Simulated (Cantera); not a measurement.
A perfectly stirred reactor is fed with CO : H2 : O2 : N2 = 1 : 0.39 : 1.51 : 5.68 (molar parts), at 10.0 bar; it is adiabatic with a 525 K inlet, and is followed from long to short residence time, starting on the burning branch (τ in s: 0.3, 0.11, 0.038, 0.013, 0.0048, 0.0017, 0.0006, 0.00021, 7.6e-05, 2.7e-05, 9.6e-06, 3.4e-06).

Cantera simulation using GRI-Mech 3.0 (53 species, 325 reactions); the numbers are that mechanism's predictions, not measurements. The hydrogen kinetics of GRI-Mech 3.0 are dated; newer H2 mechanisms differ, most at raised pressure.

Task: What does this change do: pressure from 10.0 bar to 13.0 bar?

Result: 
| quantity | before | after |
|---|---|---|
| blow-out, bracketed by the residence times tried | burning at 0.210 ms, out at 76.0 µs | burning at 0.210 ms, out at 76.0 µs |
| x(CO) at τ = 0.300 s | 9.24e-5 | 7.73e-5 |
| x(H2) at τ = 0.300 s | 5.89e-6 | 4.91e-6 |
| x(O2) at τ = 0.300 s | 0.103 | 0.103 |
| x(N2O) at τ = 0.300 s | 6.58e-7 | 7.12e-7 |
| x(O) at τ = 0.300 s | 2.09e-5 | 1.74e-5 |
| x(CO) at τ = 0.600 ms | 0.00628 | 0.00563 |
| x(H2) at τ = 0.600 ms | 0.000254 | 0.000215 |
| x(O2) at τ = 0.600 ms | 0.106 | 0.105 |
| x(N2O) at τ = 0.600 ms | 5.11e-6 | 5.77e-6 |
| x(O) at τ = 0.600 ms | 0.000517 | 0.000361 |
The pressure lies above the range GRI-Mech 3.0 was tuned for (to about 10 atm).

Task: What does this change do: pressure from 10.0 bar to 18.0 bar?

Result: 
```csv
quantity,before,after
"blow-out, bracketed by the residence times tried","burning at 0.210 ms, out at 76.0 µs","burning at 0.210 ms, out at 76.0 µs"
x(CO) at τ = 0.300 s,9.24e-5,6.21e-5
x(H2) at τ = 0.300 s,5.89e-6,3.95e-6
x(O2) at τ = 0.300 s,0.103,0.103
x(N2O) at τ = 0.300 s,6.58e-7,7.98e-7
x(O) at τ = 0.300 s,2.09e-5,1.40e-5
x(CO) at τ = 0.600 ms,0.00628,0.00502
x(H2) at τ = 0.600 ms,0.000254,0.000180
x(O2) at τ = 0.600 ms,0.106,0.105
x(N2O) at τ = 0.600 ms,5.11e-6,6.29e-6
x(O) at τ = 0.600 ms,0.000517,0.000228
```
The pressure lies above the range GRI-Mech 3.0 was tuned for (to about 10 atm).
